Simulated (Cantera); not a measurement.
A freely propagating, adiabatic, planar premixed flame of CH4 : H2 : O2 : N2 : H2O = 1.3 : 0.49 : 1.87 : 5.99 : 1.7 (molar parts), unburnt at 700 K and 1.80 bar; mixture-averaged transport, grid criteria slope 0.08 and curve 0.16, no radiation.

Cantera simulation using GRI-Mech 3.0 (53 species, 325 reactions); the numbers are that mechanism's predictions, not measurements. Burning velocities carry a grid error of a few per cent, more on coarse grids.

x: mole fraction of selected species; z is measured from the peak of heat release.

| z (mm) | T (K) | u (m/s) | x CH4 | x H2 | x O2 | x C2H2 | x N2O | x NO2 |
|---|---|---|---|---|---|---|---|---|
| -1.36 | 701 | 0.570 | 0.114 | 0.0454 | 0.164 | 1.36e-7 | <1e-8 | <1e-8 |
| -0.903 | 709 | 0.578 | 0.113 | 0.0487 | 0.163 | 2.08e-6 | <1e-8 | <1e-8 |
| -0.678 | 731 | 0.598 | 0.111 | 0.0522 | 0.161 | ___ | <1e-8 | ___ |
| -0.452 | 827 | 0.683 | 0.104 | 0.0583 | 0.154 | 6.32e-5 | <1e-8 | 9.08e-8 |
| -0.226 | ___ | 1.01 | ___ | 0.0679 | ___ | ___ | <1e-8 | ___ |
| -0.113 | 1529 | 1.30 | 0.0449 | 0.0736 | 0.0772 | 0.00123 | 1.65e-8 | 2.69e-8 |
| 0 | 1837 | 1.58 | 0.0174 | 0.0783 | 0.0344 | 0.00269 | 2.17e-8 | <1e-8 |
| 0.113 | 1997 | 1.73 | 0.00569 | 0.0813 | 0.0111 | 0.00292 | 1.42e-8 | <1e-8 |
| 0.226 | 2057 | 1.78 | 0.00254 | 0.0842 | 0.00355 | 0.00229 | <1e-8 | <1e-8 |
| 0.452 | 2090 | 1.81 | 0.00114 | 0.0884 | 0.000504 | 0.00146 | <1e-8 | <1e-8 |
| 0.903 | 2102 | 1.82 | 0.000628 | 0.0922 | 3.10e-5 | 0.000844 | <1e-8 | <1e-8 |
| 1.81 | 2104 | 1.82 | 0.000341 | 0.0946 | 2.63e-6 | 0.000403 | <1e-8 | <1e-8 |
| 3.61 | 2103 | 1.82 | 0.000116 | 0.0960 | 1.78e-6 | 0.000108 | <1e-8 | <1e-8 |

Problem. Fill in the missing entries.

Solution. 
- -0.678, x C2H2: 9.35e-6
- -0.678, x NO2: 2.00e-8
- -0.226, T (K): 1198
- -0.226, x CH4: 0.0740
- -0.226, x O2: 0.117
- -0.226, x C2H2: 0.000484
- -0.226, x NO2: 1.06e-7
